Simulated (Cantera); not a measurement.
**Diamond growth**

A diamond (100) surface in a fixed gas of H2 with x(CH4) = 0.017, x(H) = 0.014, x(CH3) = 3.4e-05, at 1375 K; coverages are run to steady state.

Model: the Harris–Goodwin 1993 mechanism for the reconstructed diamond (100) surface, integrated in Cantera.

```json
[
 {"P (Pa)": "690", "growth (µm/h)": "0.0389", "θ c6HH": "0.341", "θ c6H*": "0.0572", "θ c6*H": "0.542", "θ c6**": "0.0593"},
 {"P (Pa)": "1000", "growth (µm/h)": "0.0633", "θ c6HH": "0.341", "θ c6H*": "0.0572", "θ c6*H": "0.542", "θ c6**": "0.0593"},
 {"P (Pa)": "1500", "growth (µm/h)": "0.106", "θ c6HH": "0.341", "θ c6H*": "0.0572", "θ c6*H": "0.542", "θ c6**": "0.0593"},
 {"P (Pa)": "2200", "growth (µm/h)": "0.172", "θ c6HH": "0.341", "θ c6H*": "0.0572", "θ c6*H": "0.542", "θ c6**": "0.0593"},
 {"P (Pa)": "3300", "growth (µm/h)": "0.285", "θ c6HH": "0.341", "θ c6H*": "0.0572", "θ c6*H": "0.542", "θ c6**": "0.0593"},
 {"P (Pa)": "4900", "growth (µm/h)": "0.473", "θ c6HH": "0.341", "θ c6H*": "0.0573", "θ c6*H": "0.542", "θ c6**": "0.0593"},
 {"P (Pa)": "7300", "growth (µm/h)": "0.802", "θ c6HH": "0.341", "θ c6H*": "0.0573", "θ c6*H": "0.542", "θ c6**": "0.0593"},
 {"P (Pa)": "11000", "growth (µm/h)": "1.41", "θ c6HH": "0.341", "θ c6H*": "0.0574", "θ c6*H": "0.542", "θ c6**": "0.0594"}
]
```
θ: site fractions in the mechanism's names (c6HH fully hydrogenated, c6H* and c6*H radical sites, c6** diradical, c6HM methylated).
